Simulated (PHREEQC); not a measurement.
**Hard or scaling water**

Solution (20 °C): 0.0077 mol SrCl2 and 0.0022 mol CO2 per kg of water. Closed to the air; pH follows from the charge balance.

Model: ion-association model, wateq4f.dat, run in PHREEQC.

Precipitation was switched off in this run.

**Question.** Estimate the pH.

**Answer.** pH 4.51.

**Question.** In which forms is C present?

**Answer.** CO2 98 %, HCO3- 1.5 % of the C.
